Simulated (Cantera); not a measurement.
What does this Cantera script print?

```python
import numpy as np
import cantera as ct

gas_names = """
    F F2 H HF H2 H2F2 H3F3 H4F4 H5F5 H6F6 H7F7 N NF NF2 NF3 NH NH2 NH3 N2 N2H2 N2H4 Si SiF SiF2 SiF3
    SiF4 SiH SiHF3 SiH2 SiH2F2 SiH3 SiH3F SiH4 SiN Si2 Si2N Si3
""".split()
cond_names = """
    Si(cr) Si(L) Si3N4(a)
""".split()


# ... load() reads the species with a 1 bar reference pressure and builds the phases ...
atoms = {
    'Si': {'Si': 1},
    'NF3': {'N': 1, 'F': 3},
    'H2': {'H': 2},
}
top_T = {'Si3N4(a)': 2400}  # K; cautious upper limits of use, not melting points


# ... equilibrate(T, P, feed) seeds the gas with the atoms and calls Mixture.equilibrate('TP', solver="vcs", rtol=1e-11, max_steps=5000) ...
results = []
feed = {'Si': 1, 'NF3': 3.1, 'H2': 27}  # mol
P = 310  # Pa
for T in [773, 873, 973, 1073, 1173, 1273, 1373, 1473, 1573, 1673]:
    mix = equilibrate(T, P, feed)
    results.append((T, P, feed, dict(zip(mix.species_names, mix.species_moles))))
    x = sorted(zip(gas.X, gas.species_names), reverse=True)
    print(f"T = {T:g} K  P = {P:g} Pa  gas = {mix.phase_moles(0):.4g} mol")
    print("   x: " + "  ".join(f"{s} {v:.3e}" for v, s in x if v > 1e-06))
    print("   condensed (mol): " + ("  ".join(f"{mix.phase(i).name} {mix.phase_moles(i):.4g}"
          for i in range(1, mix.n_phases) if mix.phase_moles(i) > 1e-12) or "none"))
```

Output:

```
T = 773 K  P = 310 Pa  gas = 32.2 mol
   x: H2 7.562e-01  HF 1.646e-01  N2 4.814e-02  SiF4 3.106e-02  NH3 1.772e-06
   condensed (mol): none
T = 873 K  P = 310 Pa  gas = 32.2 mol
   x: H2 7.562e-01  HF 1.646e-01  N2 4.814e-02  SiF4 3.106e-02
   condensed (mol): none
T = 973 K  P = 310 Pa  gas = 32.2 mol
   x: H2 7.562e-01  HF 1.646e-01  N2 4.814e-02  SiF4 3.106e-02
   condensed (mol): none
T = 1073 K  P = 310 Pa  gas = 32.2 mol
   x: H2 7.562e-01  HF 1.646e-01  N2 4.814e-02  SiF4 3.105e-02
   condensed (mol): none
T = 1173 K  P = 310 Pa  gas = 32.2 mol
   x: H2 7.562e-01  HF 1.646e-01  N2 4.814e-02  SiF4 3.105e-02  SiF3 3.503e-06  SiHF3 3.430e-06  H 1.841e-06
   condensed (mol): none
T = 1273 K  P = 310 Pa  gas = 32.2 mol
   x: H2 7.562e-01  HF 1.646e-01  N2 4.814e-02  SiF4 3.102e-02  SiF3 2.654e-05  H 1.114e-05  SiHF3 1.019e-05
   condensed (mol): none
T = 1373 K  P = 310 Pa  gas = 32.2 mol
   x: H2 7.560e-01  HF 1.648e-01  N2 4.813e-02  SiF4 3.088e-02  SiF3 1.483e-04  H 5.200e-05  SiHF3 2.564e-05
   condensed (mol): none
T = 1473 K  P = 310 Pa  gas = 32.21 mol
   x: H2 7.554e-01  HF 1.652e-01  N2 4.812e-02  SiF4 3.034e-02  SiF3 6.421e-04  H 1.975e-04  SiHF3 5.587e-05  SiF2 8.115e-06
   condensed (mol): none
T = 1573 K  P = 310 Pa  gas = 32.25 mol
   x: H2 7.535e-01  HF 1.668e-01  N2 4.806e-02  SiF4 2.863e-02  SiF3 2.186e-03  H 6.339e-04  SiHF3 1.046e-04  SiF2 8.404e-05
   condensed (mol): none
T = 1673 K  P = 310 Pa  gas = 32.34 mol
   x: H2 7.485e-01  HF 1.709e-01  N2 4.793e-02  SiF4 2.452e-02  SiF3 5.670e-03  H 1.770e-03  SiF2 5.681e-04  SiHF3 1.603e-04
   condensed (mol): none
```

Method: chemical equilibrium by Gibbs-energy minimisation in Cantera with the NASA 1993 tables (ideal gas, pure condensed phases). The tables' values for SiF3, SiF2 are old estimates; treat these amounts as uncertain.
